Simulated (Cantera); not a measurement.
A perfectly stirred reactor is fed with 1.22 % H2, 81.6 % O2, 17.1 % N2, at 0.0263 atm; it is held at 1225 K, and followed from long to short residence time.

Cantera simulation using the H2/O2 subset of GRI-Mech 3.0, which has no nitrogen chemistry; the numbers are that mechanism's predictions, not measurements. Radical loss at walls, strong at low pressure, is not modelled.

x: mole fraction; the columns are a selection and need not sum to one.

```tsv
τ (s)	x H2	x O2	x H	x O	x HO2	x H2O2
2.1	2.55e-5	0.814	___	0.000674	5.01e-7	2.28e-8
1.1	3.69e-5	0.814	___	0.00101	6.40e-7	2.69e-8
0.52	5.64e-5	0.814	___	0.00158	8.33e-7	3.19e-8
0.26	8.36e-5	0.813	___	0.00233	1.04e-6	3.66e-8
0.13	0.000125	0.812	___	0.00332	1.27e-6	4.16e-8
0.065	0.000189	0.811	___	0.00451	1.52e-6	4.72e-8
0.032	0.000296	0.809	___	0.00575	1.77e-6	5.46e-8
0.016	0.000474	0.808	___	0.00676	2.03e-6	6.47e-8
0.0080	0.000786	0.808	___	0.00736	2.29e-6	7.96e-8
```

Question: Some entries are withheld; supply them.

Answer: 
- 2.1, x H: 1.27e-5
- 1.1, x H: 2.35e-5
- 0.52, x H: 4.67e-5
- 0.26, x H: 8.54e-5
- 0.13, x H: 0.000150
- 0.065, x H: 0.000247
- 0.032, x H: 0.000381
- 0.016, x H: 0.000540
- 0.0080, x H: 0.000707
